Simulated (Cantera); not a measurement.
Ammonia decomposition in nitride growth gas

A perfectly stirred reactor is fed with NH₃ : N₂ = 2.7 : 5.7 (molar parts), at 0.0267 bar; it is held at 1898 K, and followed from long to short residence time.

Detailed kinetics in Cantera: the gas-phase N/H chemistry of the illustrative SiF4/NH3 mechanism in the Surface Chemkin manual (1991). Walls and surfaces, which speed up NH3 decomposition in real reactors, are not modelled.

```
τ (s)     x NH₃    x N₂H₄      x H₂       x H       x N      x NH     x NH₂
-------  ------  --------  --------  --------  --------  --------  --------
7.2      0.0723  9.22e-10     0.282  0.000247   7.00e-7   5.82e-6  0.000177
1.8       0.161   3.04e-9     0.181  0.000130   6.99e-7   7.93e-6  0.000320
0.46      0.252   6.42e-9    0.0780   5.24e-5   5.17e-7   8.58e-6  0.000466
0.12      0.300   9.74e-9    0.0237   1.71e-5   2.08e-7   6.99e-6  0.000574
0.029     0.317   9.98e-9   0.00482   3.98e-6   3.84e-8   4.38e-6  0.000581
0.0073    0.321   3.67e-9  0.000541   6.07e-7   4.19e-9   1.84e-6  0.000352
0.0018    0.321  2.96e-10   5.61e-5   1.96e-7  4.63e-10   2.49e-7  0.000100
0.00047   0.321  2.01e-11   1.31e-5   1.75e-7  2.02e-11   1.67e-8   2.62e-5
0.00012   0.321  1.22e-12   3.21e-6   1.68e-7    <1e-12  7.76e-10   6.58e-6
```
x: mole fraction; the columns are a selection and need not sum to one.
